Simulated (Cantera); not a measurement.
A closed system holds: 1 mol Si₃N₄, 0.012 mol CO₂, 170 mol H₂, equilibrated at 2150 K and 0.143 Torr.

Method: chemical equilibrium by Gibbs-energy minimisation in Cantera with the NASA 1993 tables (ideal gas, pure condensed phases). Candidate condensed phases: C, C₆H₆, C₇H₈, C₈H₁₈, H₂O, Si, SiC, SiO₂, Si₂N₂O, Si₃N₄; 151 gas species. Equilibrium is a limit: real reactors are often held back by kinetics, nucleation or transport.

### Question
What is the equilibrium state?

### Answer
| Item | Result |
|---|---|
| x(H₂) | 0.716 |
| x(H) | 0.259 |
| x(Si) | 0.0148 |
| x(N₂) | 0.00995 |
| x(SiH) | 8.42e-5 |
| x(SiO) | 6.35e-5 |
| x(CO) | 5.59e-5 |
| x(SiN) | 3.79e-6 |
| x(HCN) | 3.32e-6 |
| gas amount | 201.0 mol |
| log10 activity of Si(l) (absent) | -1.90 |
| log10 activity of C(graphite) (absent) | -2.81 |
